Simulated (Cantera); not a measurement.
Input (Python, Cantera) and output of one run.

```python
import numpy as np
import cantera as ct

gas_names = """
    CL CL2 H HCL H2 N NH NH2 NH3 N2 N2H2 N2H4 Si SiCL SiCL2 SiCL3 SiCL4 SiH SiHCL3 SiH2 SiH2CL2 SiH3
    SiH3CL SiH4 SiN Si2 Si2N Si3
""".split()
cond_names = """
    NH4CL(a) NH4CL(b) Si(cr) Si(L) Si3N4(a)
""".split()


# ... load() reads the species with a 1 bar reference pressure and builds the phases ...
atoms = {
    'SiH2Cl2': {'Si': 1, 'H': 2, 'CL': 2},
    'N2': {'N': 2},
    'H2': {'H': 2},
}
top_T = {'Si3N4(a)': 2400}  # K; cautious upper limits of use, not melting points


# ... equilibrate(T, P, feed) seeds the gas with the atoms and calls Mixture.equilibrate('TP', solver="vcs", rtol=1e-11, max_steps=5000) ...
results = []
T = 873.15  # K
P = 29  # Pa
for m in [1.2, 2.1, 3.4, 5.7, 9.6, 16, 27]:
    feed = {'SiH2Cl2': 1, 'N2': 12, 'H2': m}  # mol
    mix = equilibrate(T, P, feed)
    results.append((T, P, feed, dict(zip(mix.species_names, mix.species_moles))))

top = {s: max(r[3][s] / sum(r[3][g] for g in gas_names) for r in results) for s in gas_names}
cols = sorted((s for s in top if top[s] > 1e-05), key=lambda s: -top[s])[:5]
seen = [c for c in cond_names if any(r[3].get(c, 0) > 1e-12 for r in results)]
print("log10 of partial pressures in bar; condensed amounts in mol")
print(f"{'n(H2)':>10s}" + "".join(f"{s[:9]:>10s}" for s in cols + seen))
for T, P, feed, n in results:
    ng = sum(n[g] for g in gas_names)
    print(f"{feed['H2']:10.4g}" + "".join(f"{np.log10(max(n[s] / ng * P / 1e5, 1e-99)):10.3f}" for s in cols)
          + "".join(f"{n.get(c, 0):10.4g}" for c in seen))
```

Output:

```
log10 of partial pressures in bar; condensed amounts in mol
     n(H2)        N2        H2       HCL     SiCL4  Si3N4(a)
       1.2    -3.645    -4.603    -4.421    -6.310    0.3251
       2.1    -3.671    -4.400    -4.433    -6.750    0.3302
       3.4    -3.707    -4.229    -4.463    -7.189    0.3321
       5.7    -3.763    -4.061    -4.517    -7.703    0.3329
       9.6    -3.844    -3.916    -4.597    -8.260    0.3332
        16    -3.951    -3.801    -4.704    -8.845    0.3333
        27    -4.089    -3.712    -4.842    -9.484    0.3333
```

Equilibrium computed with Cantera from the NASA thermochemical tables; the gas is ideal and each condensed phase is pure. N2 is the only nitrogen source here; it is nearly inert below about 1500 K, so the nitride shown seldom forms there in practice.
